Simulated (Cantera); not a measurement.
Input (Python, Cantera) and output of one run.

```python
import numpy as np
import cantera as ct

gas_names = """
    N2 ALF3 NF3
""".split()
cond_names = """
    ALN(s)
""".split()


# ... load() reads the species with a 1 bar reference pressure and builds the phases ...
species = {s.name: s for s in load("nasa_gas.yaml", gas_names) + load("nasa_condensed.yaml", cond_names)}
# Each term lists the table entries of one substance; the one whose range holds T is used.
reactions = {
    'N2(g) + AlF3(g) = AlN + NF3(g)':
        [(-1, ['N2']), (-1, ['ALF3']), (1, ['ALN(s)']), (1, ['NF3'])],
}


def pick(names, T):
    return next(species[n] for n in names if species[n].thermo.min_temp <= T <= species[n].thermo.max_temp)


results = []
for label, terms in reactions.items():
    print(label)
    print("     T/K   dH/kJ  dS/(J/K)   dG/kJ   log10 K")
    for T in [300, 1823, 1923, 2023, 2123, 2223, 2323, 2423, 2523, 2623]:
        used = [(nu, pick(names, T)) for nu, names in terms]
        dH = sum(nu * s.thermo.h(T) for nu, s in used) / 1e6
        dS = sum(nu * s.thermo.s(T) for nu, s in used) / 1e3
        dG = dH - T * dS / 1e3
        logK = -dG * 1e6 / (ct.gas_constant * T * np.log(10))
        results.append((label, T, dH, dS, dG, logK, [s.name for _, s in used]))
        print(f"{T:8g} {dH:8.1f} {dS:8.1f} {dG:8.1f} {logK:8.2f}")
```

Output:

```
N2(g) + AlF3(g) = AlN + NF3(g)
     T/K   dH/kJ  dS/(J/K)   dG/kJ   log10 K
     300    759.6   -187.4    815.8  -142.05
    1823    780.9   -168.0   1087.2   -31.15
    1923    782.8   -167.0   1104.0   -29.99
    2023    784.7   -166.0   1120.6   -28.93
    2123    786.6   -165.1   1137.2   -27.98
    2223    788.6   -164.2   1153.7   -27.11
    2323    790.5   -163.4   1170.0   -26.31
    2423    792.5   -162.6   1186.3   -25.57
    2523    794.5   -161.7   1202.5   -24.90
    2623    796.5   -161.0   1218.7   -24.27
```

Cantera with NASA thermochemical tables; ideal gases at 1 bar, condensed phases pure. Condensed species are held in their standard states even where they would react or evaporate.
